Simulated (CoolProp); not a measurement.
Computed with CoolProp (reference Helmholtz-energy equation of state, de Reuck 1993).

Question: Give the vapour pressure (MPa), liquid density (kg/m³), enthalpy of vaporisation (kJ/kg), liquid cp (kJ/(kg K)) of saturated methanol at 442.7, 465.5 K.

Answer: 
```
T (K)  p (MPa)  liquid density (kg/m³)  enthalpy of vaporisation (kJ/kg)  liquid cp (kJ/(kg K))
-----  -------  ----------------------  --------------------------------  ---------------------
442.7     2.18                     614                               774                   4.23
465.5     3.48                     568                               662                   4.91
```
